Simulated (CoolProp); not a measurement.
Vapour-liquid equilibrium of diethyl ether (1) + ethanol (2) at 328.4 K; x and y are mole fractions of (1).

Model: multi-fluid Helmholtz-energy mixture model, Thol 2014 and Schroeder 2014; pair parameters Bell 2016, in CoolProp.

```
x     bubble pressure (kPa)  y at the bubble point  dew pressure at overall composition x (kPa)  liquid density (mol/L)
----  ---------------------  ---------------------  -------------------------------------------  ----------------------
0.05                  57.11                  0.367                                        39.49                   15.89
0.2              (withheld)             (withheld)                                        46.26                   14.34
0.35                  132.7                  0.788                                        55.78              (withheld)
0.5                   152.2             (withheld)                                   (withheld)                   11.86
0.65                  167.1                  0.876                                        93.81              (withheld)
0.8                   181.2                  0.917                                        137.2                   10.01
0.95                  195.9                  0.975                                   (withheld)                   9.277
```

### Question
Fill in the missing entries.

### Answer

- 0.2, bubble pressure (kPa): 103.0
- 0.2, y at the bubble point: 0.690
- 0.35, liquid density (mol/L): 13.01
- 0.5, y at the bubble point: 0.838
- 0.5, dew pressure at overall composition x (kPa): 70.10
- 0.65, liquid density (mol/L): 10.87
- 0.95, dew pressure at overall composition x (kPa): 190.1

No azeotrope shows between x = 0.05 and 0.95.

The pair parameters rest on a limited set of measurements; away from them the model extrapolates.
